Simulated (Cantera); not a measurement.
Standard-state values (1 bar) from the NASA 1993 polynomials, evaluated with Cantera. Values are per mole of reaction as written; species without (g) are pure solids or liquids, kept so even where they would boil at 1 bar.

**Question.** Between 798 and 1598 K, where is each reaction favourable under standard conditions?
- Cl(g) + Li(g) = LiCl(g)
- 2 Li(g) + 2 HCl(g) = H₂(g) + 2 LiCl(g)
- 2 Li + 2 HCl(g) = 2 LiCl(g) + H₂(g)

**Answer.** 
- Cl(g) + Li(g) = LiCl(g): ΔG° is -401 kJ at 798 K and -321 kJ at 1598 K; it stays negative (K > 1). ΔH° is -484 kJ and ΔS° -102 J/K at 1598 K.
- 2 Li(g) + 2 HCl(g) = H₂(g) + 2 LiCl(g): ΔG° is -449 kJ at 798 K and -373 kJ at 1598 K; it stays negative (K > 1). ΔH° is -526 kJ and ΔS° -95 J/K at 1598 K.
- 2 Li + 2 HCl(g) = 2 LiCl(g) + H₂(g): ΔG° is -297 kJ at 798 K and -369 kJ at 1598 K; it stays negative (K > 1). ΔH° is -234 kJ and ΔS° 84 J/K at 1598 K.
